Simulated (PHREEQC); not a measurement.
# Copper plating or etch bath: speciation

Dissolve 0.15 mol/kgw CuSO4 and 5.6e-05 mol/kgw HNO3 at 25 °C. Closed to the air; pH follows from the charge balance.

The numbers come from PHREEQC with the ion-association model, wateq4f.dat.

This is a speciation only: nothing precipitates in the calculation.

Question: What pH, ionic strength does the model give?

Answer: pH 4.40; ionic strength 0.295 mol/kgw.

Question: In which forms is S present?

Answer: CuSO4 51 %, SO4-2 49 % of the S.

Saturation is exceeded, for instance for Antlerite, Brochantite; the values hold only as long as no solid forms. Species that the database lacks are ignored.
